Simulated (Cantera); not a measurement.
Cantera with NASA thermochemical tables; ideal gases at 1 bar, condensed phases pure. Values are per mole of reaction as written; species without (g) are pure solids or liquids, kept so even where they would boil at 1 bar.

a) Ti + O2(g) = TiO2
b) 4 Al + O2(g) = 2 Al2O(g)
c) 1.333 Cr + O2(g) = 0.6667 Cr2O3

**Question.** Order these by ΔG° at 1350 K, most negative first.

**Answer.** a (-700 kJ), c (-521 kJ), b (-495 kJ)
